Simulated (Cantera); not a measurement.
Charge: 1 mol Cu2O, 2.5 mol CH4, 1.7 mol N2, 0.0026 mol H2O, at 16.0 mbar.

Method: chemical equilibrium by Gibbs-energy minimisation in Cantera with the NASA 1993 tables (ideal gas, pure condensed phases). Candidate condensed phases: C, C6H6, C7H8, C8H18, Cu, CuO, Cu(OH)2, Cu2O, H2O; 139 gas species. Kinetics and transport are ignored.

log p: log10 of the partial pressure in bar; n: condensed amount in mol.

| T (°C) | log p H2 | log p N2 | log p CO | log p H2O | log p CH4 | log p CO2 | n C(graphite) | n Cu(s) | n Cu(l) |
|---|---|---|---|---|---|---|---|---|---|
| 677 | -1.98 | -2.45 | -2.69 | -4.70 | -4.74 | -5.15 | 1.50 | 2.00 | 0 |
| 752 | -1.98 | -2.45 | -2.68 | (withheld) | (withheld) | (withheld) | 1.50 | 2.00 | 0 |
| 827 | -1.98 | -2.45 | -2.68 | -5.71 | -5.41 | -6.42 | 1.50 | 2.00 | 0 |
| 902 | -1.98 | -2.45 | -2.68 | -6.13 | -5.69 | -6.93 | 1.50 | 2.00 | 0 |
| 977 | -1.98 | -2.45 | -2.68 | -6.49 | -5.93 | -7.38 | 1.50 | 2.00 | 0 |
| 1052 | -1.98 | -2.45 | -2.68 | -6.81 | -6.14 | -7.78 | 1.50 | 2.00 | 0 |
| 1127 | -1.98 | -2.45 | -2.68 | (withheld) | (withheld) | (withheld) | 1.50 | 0 | 2.00 |
| 1202 | -1.98 | -2.45 | -2.68 | -7.35 | -6.50 | -8.44 | 1.49 | 0 | 2.00 |

Question: Fill in the missing entries.

Answer: 
- 752, log p H2O: -5.24
- 752, log p CH4: -5.10
- 752, log p CO2: -5.83
- 1127, log p H2O: -7.09
- 1127, log p CH4: -6.33
- 1127, log p CO2: -8.13
